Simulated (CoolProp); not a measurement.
Propylene glycol along the isobar 0.616 MPa: density (kg/m³) from the reference equation and from simpler models built on Tc = 400.8 °C, pc = 7.292 MPa, ω = 0.327; each cubic takes its own stable root.

Values from CoolProp's reference Helmholtz-energy equation of state, Eisenbach 2021.

```csv
T (°C),phase,reference
172.85,liquid,908.0
182.75,liquid,898.2
192.65,liquid,888.2
202.55,liquid,877.8
212.45,liquid,867.2
222.35,liquid,856.2
232.25,liquid,844.8
242.15,liquid,833.0
252.05,liquid,820.7
261.95,gas,11.37
```

### Question
How far does each simpler model (Redlich-Kwong, Peng-Robinson) lie from the reference over these 10 states: mean and median of the absolute difference, and the worst?

### Answer
- Redlich-Kwong: mean 61.3 %, median 98.5 %, worst -98.6 % at 252.05 °C and 0.616 MPa
- Peng-Robinson: mean 36.1 %, median 11.0 %, worst -98.6 % at 252.05 °C and 0.616 MPa

At some of these states Redlich-Kwong, Peng-Robinson gives the other phase, because its saturation line lies elsewhere.
